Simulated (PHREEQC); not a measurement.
Acid rinse or clean

A solution holds 0.063 mol/kgw H2SO4, 0.18 mol/kgw CuSO4 and 0.00063 mol/kgw KCl, at 40 °C. Closed to the air; pH follows from the charge balance.

Model: ion-association model, wateq4f.dat, run in PHREEQC.

This is a speciation only: nothing precipitates in the calculation.

### Question
What pH, activity of water, ionic strength does the model give?

### Answer
pH 1.55; activity of water 0.994; ionic strength 0.406 mol/kgw.

### Question
In which forms is Cu present?

### Answer
Cu+2 55 %, CuSO4 45 % of the Cu.

Away from 25 °C the constants follow the database's enthalpies or fits; those with neither stay at their 25 °C values.
